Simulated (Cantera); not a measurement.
Feed: 1 mol SiF4, 0.03 mol C3H8, 730 mol H2, a varied amount of C2H4, equilibrated at 1000 K and 10.0 Torr.

Method: chemical equilibrium by Gibbs-energy minimisation in Cantera with the NASA 1993 tables (ideal gas, pure condensed phases). Candidate condensed phases: C, C6H6, C7H8, C8H18, Si, SiC; 113 gas species. Rates play no part.

### Question
At 0.22 mol C2H4, list the 5 most abundant gas species with their mole fractions, and the condensed phases.

### Answer
H2 0.998, SiF4 0.00132, CH4 0.000717, HF 7.38e-5, SiHF3 3.85e-5. Condensed: SiC(s).
